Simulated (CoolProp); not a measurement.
Vapour-liquid equilibrium of fluoroethane (R161) (1) + R227EA (2) at -102.85 °C; x and y are mole fractions of (1).

Computed with CoolProp (multi-fluid Helmholtz-energy mixture model, Wu 2012 and Lemmon 2016; pair parameters Bell 2016).

### Question
Give the bubble pressure and the first vapour's composition at x = 0.275, 0.575, 0.95. Is there an azeotrope?

### Answer
x = 0.275: 0.0003476 MPa, y = 0.620; x = 0.575: 0.0007283 MPa, y = 0.919; x = 0.95: 0.001204 MPa, y = 0.995. No azeotrope shows between x = 0.05 and 0.95.

The pair parameters rest on a limited set of measurements; away from them the model extrapolates.
